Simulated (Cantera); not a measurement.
What does this Cantera script print?

```python
import numpy as np
import cantera as ct

gas = ct.Solution("gri30.yaml")
gas.TPX = 1198, 120000, {'CH4': 0.0067, 'O2': 0.029, 'N2': 1}
inlet = ct.Reservoir(gas, clone=True)

reactor = ct.IdealGasConstPressureReactor(gas, energy="off", clone=False)
exhaust = ct.Reservoir(gas, clone=True)
tau = [0.35, 0.092, 0.024, 0.0063, 0.0017, 0.00043, 0.00011][0]
for a, b in ((inlet, reactor), (reactor, exhaust)):
    ct.MassFlowController(a, b, mdot=lambda t: reactor.mass / tau)
net = ct.ReactorNet([reactor])
show = ['CH4', 'O2', 'CH3', 'C2H2', 'CH2CO']

rows = []
print(f"{'tau/s':>10s}{'T/K':>9s}" + "".join(f"{s:>11s}" for s in show))
for tau in [0.35, 0.092, 0.024, 0.0063, 0.0017, 0.00043, 0.00011]:
    net.initial_time = 0.0
    net.advance(30 * tau)
    before = gas.X
    net.advance(40 * tau)
    drift = np.max(np.abs(gas.X - before) / (gas.X + 1e-9))
    rows.append([gas.T, *gas[show].X, drift])
    print(f"{tau:10.3e}{gas.T:9.1f}" + "".join(f"{x:11.3e}" for x in gas[show].X))
```

Result:

```
     tau/s      T/K        CH4         O2        CH3       C2H2      CH2CO
 3.500e-01   1198.0  3.248e-05  1.526e-02  1.278e-06  4.471e-09  5.248e-08
 9.200e-02   1198.0  7.838e-05  1.556e-02  2.721e-06  7.008e-09  1.261e-07
 2.400e-02   1198.0  2.073e-04  1.630e-02  6.642e-06  1.867e-08  3.921e-07
 6.300e-03   1198.0  6.468e-03  2.800e-02  2.647e-07  8.650e-14  1.245e-13
 1.700e-03   1198.0  6.469e-03  2.800e-02  3.138e-08  7.400e-17  1.645e-17
 4.300e-04   1198.0  6.469e-03  2.800e-02  5.644e-09  1.484e-19  7.897e-21
 1.100e-04   1198.0  6.469e-03  2.800e-02  1.300e-09  4.906e-22  1.026e-23
```

Computed with Cantera and GRI-Mech 3.0 (53 species, 325 reactions).
